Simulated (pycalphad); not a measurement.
All values are pycalphad results on the COST 507 light-alloy database (1999) (1 atm), not direct measurements. No gas phase is included, though pure Mg would boil below 1650 K. The data set is of 1999 and partly superseded. Kinetics are ignored, which matters at the lower temperatures.

Molar enthalpy of Si-14.8Mg (at.%) in equilibrium (SER reference):

| T (K) | H (kJ/mol) | phases |
|---|---|---|
| 1650 | 66.98 | LIQUID |
| 1600 | 65.56 | LIQUID |
| 1550 | 57.93 | LIQUID + DIAMOND_A4 |
| 1450 | 39.27 | DIAMOND_A4 + LIQUID |
| 1350 | 32.38 | DIAMOND_A4 + LIQUID |
| 1250 | 28.03 | DIAMOND_A4 + LIQUID |
| 1200 | 17.53 | DIAMOND_A4 + MG2SI |
| 1150 | 16.18 | DIAMOND_A4 + MG2SI |
| 1050 | 13.52 | DIAMOND_A4 + MG2SI |
| 950 | 10.89 | DIAMOND_A4 + MG2SI |
| 850 | 8.30 | DIAMOND_A4 + MG2SI |
| 750 | 5.76 | DIAMOND_A4 + MG2SI |
| 650 | 3.27 | DIAMOND_A4 + MG2SI |
| 550 | 0.84 | DIAMOND_A4 + MG2SI |
| 450 | -1.51 | DIAMOND_A4 + MG2SI |
| 350 | -3.74 | DIAMOND_A4 + MG2SI |

Cooling from 1600 K to 1200 K, across the freezing range, releases 48.0 kJ/mol, or 1750 J/g. The slope is 28 J/(mol K) in the liquid and 27 J/(mol K) just below the solidus, where it includes any heat of precipitation. Liquidus 1569 K, solidus 1217 K. Changes were sought between steps of 50 K, so a narrower field can be missed.

Database names, with the compositions (at.%) that they take in these runs: MG2SI: Mg 67 Si 33. DIAMOND_A4 is diamond (Si).
